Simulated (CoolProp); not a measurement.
Saturation properties of carbon monoxide.

Model: reference Helmholtz-energy equation of state, Lemmon 2006, in CoolProp. It is a short technical equation, of lower accuracy than the large ones.

```tsv
T (°C)	p (MPa)	enthalpy of vaporisation (kJ/kg)	vapour Z	surface tension (mN/m)
-192.45	0.09094	216.0	0.9618	9.72
-189.95	0.1206	212.5	0.9533	9.19
-187.45	0.1571	208.9	0.9436	8.66
-184.95	0.2013	___	0.9328	8.13
-182.45	0.2543	201.1	0.9208	___
-179.95	0.3169	196.9	0.9075	7.10
-177.45	0.3903	192.5	0.8930	6.59
-174.95	0.4753	187.8	___	6.08
-172.45	0.5731	182.8	0.8599	5.58
-169.95	0.6847	177.5	0.8413	5.08
-167.45	0.8111	171.8	0.8211	4.59
-164.95	0.9535	165.8	0.7993	4.11
-162.45	1.113	159.2	0.7758	3.64
-159.95	1.291	152.1	0.7503	3.17
```

Question: What belongs in the gaps?

Answer: 
- -184.95, enthalpy of vaporisation (kJ/kg): 205.1
- -182.45, surface tension (mN/m): 7.61
- -174.95, vapour Z: 0.8772

It boils at -191.5 °C under 1 atm.

Surface tension comes from a separate correlation (Mulero 2012).
